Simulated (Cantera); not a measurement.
Feed: 1 mol SO2, 2.3 mol H2, equilibrated at 2075 K and 130 Pa.

These are equilibrium values from Cantera (NASA tables, ideal gas, pure condensed phases), not measurements of a reactor. Candidate condensed phases: H2O, H2SO4, S; 19 gas species. Kinetics and transport are ignored.

Base state: H2 0.394, H2O 0.279, SO2 0.117, SO 0.0947, H 0.0464, S2 0.0297, S 0.0244, SH 0.00908 (mole fractions); condensed: gas only.

Task: What changes in the equilibrium state with this change: SO2 replaced by H2O?

Result: 
| species | before | after |
|---|---|---|
| H2 | 0.394 | 0.647 |
| H2O | 0.279 | 0.290 |
| H | 0.0464 | 0.0594 |
| SO2 | 0.117 | 0 |
| SO | 0.0947 | 0 |
| S2 | 0.0297 | 0 |
| S | 0.0244 | 0 |
| SH | 0.00908 | 0 |
| H2S | 0.00119 | 0 |
| S2O | 0.000211 | 0 |
| O2 | 9.58e-5 | 3.84e-5 |
| O | 0.000316 | 0.000200 |
